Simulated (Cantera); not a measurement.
## Ignition delay

Mixture: CH₄ : CO : O₂ : N₂ = 1 : 1.5 : 3.87 : 10.8 (molar parts), at 0.620 bar, adiabatic and at constant volume. Ignition delay is the time to a rise of 400 K.

Detailed kinetics in Cantera: GRI-Mech 3.0 (53 species, 325 reactions).

| T0 (K) | delay (ms) |
|---|---|
| 1375 | 3.72 |
| 1450 | 1.65 |
| 1525 | 0.838 |
| 1600 | 0.469 |
| 1675 | 0.282 |

```yaml
apparent activation energy between 1525 and 1675 K: 150 kJ/mol
```
